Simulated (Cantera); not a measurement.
Charge: 1 mol PbO, 5.1 mol H2, at 802 °C and 0.698 Torr.

Equilibrium computed with Cantera from the NASA thermochemical tables; the gas is ideal and each condensed phase is pure. Candidate condensed phases: H2O, Pb, PbO, PbO2, Pb3O4; 12 gas species. Rates play no part.

Base state: H2 0.738, H2O 0.180, Pb 0.0817 (mole fractions); condensed: Pb(l).

What changes in the equilibrium state with this change: pressure from 0.698 Torr to 1 atm?


```csv
species,before,after
H2,0.738,0.804
H2O,0.180,0.196
Pb,0.0817,7.49e-5
"Pb(l), mol",0.547,1.000
```
